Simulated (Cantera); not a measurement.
What does this Cantera script print?

```python
import numpy as np
import cantera as ct

gas_names = """
    H HO2 H2 H2O H2O2 O OH O2 O3 Pb PbO Pb2
""".split()
cond_names = """
    H2O(s) H2O(L) Pb(cr) Pb(L) PbO(rd) PbO(yw) PbO(L) PbO2(s) Pb3O4(s)
""".split()


# ... load() reads the species with a 1 bar reference pressure and builds the phases ...
atoms = {
    'PbO': {'Pb': 1, 'O': 1},
    'H2': {'H': 2},
}
top_T = {'Pb3O4(s)': 820}  # K; cautious upper limits of use, not melting points


# ... equilibrate(T, P, feed) seeds the gas with the atoms and calls Mixture.equilibrate('TP', solver="vcs", rtol=1e-11, max_steps=5000) ...
results = []
feed = {'PbO': 1, 'H2': 0.099}  # mol
P = 23  # Pa
for T in [598, 673, 748, 823, 898, 973, 1048, 1123, 1198, 1273, 1348, 1423, 1498, 1573]:
    mix = equilibrate(T, P, feed)
    results.append((T, P, feed, dict(zip(mix.species_names, mix.species_moles))))
    x = sorted(zip(gas.X, gas.species_names), reverse=True)
    print(f"T = {T:g} K  P = {P:g} Pa  gas = {mix.phase_moles(0):.4g} mol")
    print("   x: " + "  ".join(f"{s} {v:.3e}" for v, s in x if v > 0.0001))
    print("   condensed (mol): " + ("  ".join(f"{mix.phase(i).name} {mix.phase_moles(i):.4g}"
          for i in range(1, mix.n_phases) if mix.phase_moles(i) > 1e-12) or "none"))
```

Result:

```
T = 598 K  P = 23 Pa  gas = 0.099 mol
   x: H2O 1.000e+00
   condensed (mol): Pb(cr) 0.099  PbO(rd) 0.901
T = 673 K  P = 23 Pa  gas = 0.099 mol
   x: H2O 1.000e+00
   condensed (mol): Pb(L) 0.099  PbO(rd) 0.901
T = 748 K  P = 23 Pa  gas = 0.099 mol
   x: H2O 9.999e-01
   condensed (mol): Pb(L) 0.09899  PbO(rd) 0.901
T = 823 K  P = 23 Pa  gas = 0.09906 mol
   x: H2O 9.993e-01  Pb 5.839e-04
   condensed (mol): Pb(L) 0.09894  PbO(yw) 0.901
T = 898 K  P = 23 Pa  gas = 0.09956 mol
   x: H2O 9.942e-01  Pb 5.631e-03
   condensed (mol): Pb(L) 0.09843  PbO(yw) 0.901
T = 973 K  P = 23 Pa  gas = 0.103 mol
   x: H2O 9.613e-01  Pb 3.803e-02  PbO 5.259e-04  H2 1.282e-04
   condensed (mol): Pb(L) 0.09507  PbO(yw) 0.901
T = 1048 K  P = 23 Pa  gas = 0.1238 mol
   x: H2O 7.995e-01  Pb 1.943e-01  PbO 6.059e-03  H2 1.392e-04
   condensed (mol): Pb(L) 0.07493  PbO(yw) 0.9003
T = 1123 K  P = 23 Pa  gas = 0.2084 mol
   x: H2O 4.751e-01  Pb 4.751e-01  PbO 4.976e-02
   condensed (mol): PbO(yw) 0.8906
T = 1198 K  P = 23 Pa  gas = 0.2773 mol
   x: Pb 3.579e-01  H2O 3.570e-01  PbO 2.847e-01  O2 4.088e-04
   condensed (mol): PbO(L) 0.8219
T = 1273 K  P = 23 Pa  gas = 1.151 mol
   x: PbO 6.935e-01  Pb 1.756e-01  H2O 8.603e-02  O2 4.478e-02
   condensed (mol): none
T = 1348 K  P = 23 Pa  gas = 1.188 mol
   x: PbO 6.097e-01  Pb 2.324e-01  H2O 8.331e-02  O2 7.449e-02  OH 1.027e-04
   condensed (mol): none
T = 1423 K  P = 23 Pa  gas = 1.232 mol
   x: PbO 5.157e-01  Pb 2.960e-01  O2 1.078e-01  H2O 8.023e-02  OH 2.376e-04
   condensed (mol): none
T = 1498 K  P = 23 Pa  gas = 1.28 mol
   x: PbO 4.208e-01  Pb 3.602e-01  O2 1.413e-01  H2O 7.705e-02  OH 4.963e-04
   condensed (mol): none
T = 1573 K  P = 23 Pa  gas = 1.329 mol
   x: Pb 4.195e-01  PbO 3.331e-01  O2 1.722e-01  H2O 7.396e-02  OH 9.530e-04  O 2.858e-04
   condensed (mol): none
```

Cantera equilibrium calculation (NASA polynomials, part measured and part estimated; ideal gas, pure solids and liquids). Mutual solubility and eutectic melting of coexisting phases are not modelled. Gases not in the tables: (PbO)n polymers.
